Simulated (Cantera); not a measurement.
An isothermal, constant-pressure homogeneous reactor starts with NO : N2 = 1 : 0.51 (molar parts), at 1675 K and 0.987 atm. Integrator tolerance rtol = 1e-08.

Computed with Cantera and GRI-Mech 3.0 (53 species, 325 reactions).

Question: What does this change do: pressure from 0.987 atm to 0.0263 atm?

Answer: 
```json
[
 {"quantity": "x(NO) at 2.00 s", "before": "0.557 (gas-phase equilibrium 0.00305)", "after": "0.659 (gas-phase equilibrium 0.00305)"},
 {"quantity": "x(NO2) at 2.00 s", "before": "0.000948 (gas-phase equilibrium 1.27e-5)", "after": "5.02e-5 (gas-phase equilibrium 2.07e-6)"},
 {"quantity": "x(N2) at 2.00 s", "before": "0.390 (gas-phase equilibrium 0.667)", "after": "0.339 (gas-phase equilibrium 0.667)"},
 {"quantity": "x(O) at 2.00 s", "before": "8.33e-6 (gas-phase equilibrium 1.97e-5)", "after": "2.39e-5 (gas-phase equilibrium 0.000121)"},
 {"quantity": "x(N2O) at 2.00 s", "before": "0.000118 (gas-phase equilibrium 1.65e-7)", "after": "0.000151 (gas-phase equilibrium 2.69e-8)"},
 {"quantity": "x(O2) at 2.00 s", "before": "0.0520 (gas-phase equilibrium 0.330)", "after": "0.00165 (gas-phase equilibrium 0.330)"}
]
```
Radical loss at walls, strong at low pressure, is not modelled.

Question: What does this change do: temperature 1675 to 1700 K?

Answer: 
```
quantity                                            before                                     after
----------------  ----------------------------------------  ----------------------------------------
x(NO) at 2.00 s      0.557 (gas-phase equilibrium 0.00305)     0.531 (gas-phase equilibrium 0.00336)
x(NO2) at 2.00 s  0.000948 (gas-phase equilibrium 1.27e-5)  0.000945 (gas-phase equilibrium 1.31e-5)
x(N2) at 2.00 s        0.390 (gas-phase equilibrium 0.667)       0.403 (gas-phase equilibrium 0.667)
x(O) at 2.00 s     8.33e-6 (gas-phase equilibrium 1.97e-5)   1.20e-5 (gas-phase equilibrium 2.58e-5)
x(N2O) at 2.00 s  0.000118 (gas-phase equilibrium 1.65e-7)  0.000109 (gas-phase equilibrium 1.81e-7)
x(O2) at 2.00 s       0.0520 (gas-phase equilibrium 0.330)      0.0649 (gas-phase equilibrium 0.329)
```

Question: What does this change do: temperature 1675 to 1550 K?

Answer: 
```json
[
 {"quantity": "x(NO) at 2.00 s", "before": "0.557 (gas-phase equilibrium 0.00305)", "after": "0.633 (gas-phase equilibrium 0.00180)"},
 {"quantity": "x(NO2) at 2.00 s", "before": "0.000948 (gas-phase equilibrium 1.27e-5)", "after": "0.000834 (gas-phase equilibrium 1.04e-5)"},
 {"quantity": "x(N2) at 2.00 s", "before": "0.390 (gas-phase equilibrium 0.667)", "after": "0.352 (gas-phase equilibrium 0.668)"},
 {"quantity": "x(O) at 2.00 s", "before": "8.33e-6 (gas-phase equilibrium 1.97e-5)", "after": "1.09e-6 (gas-phase equilibrium 4.53e-6)"},
 {"quantity": "x(N2O) at 2.00 s", "before": "0.000118 (gas-phase equilibrium 1.65e-7)", "after": "0.000140 (gas-phase equilibrium 1.00e-7)"},
 {"quantity": "x(O2) at 2.00 s", "before": "0.0520 (gas-phase equilibrium 0.330)", "after": "0.0140 (gas-phase equilibrium 0.330)"}
]
```
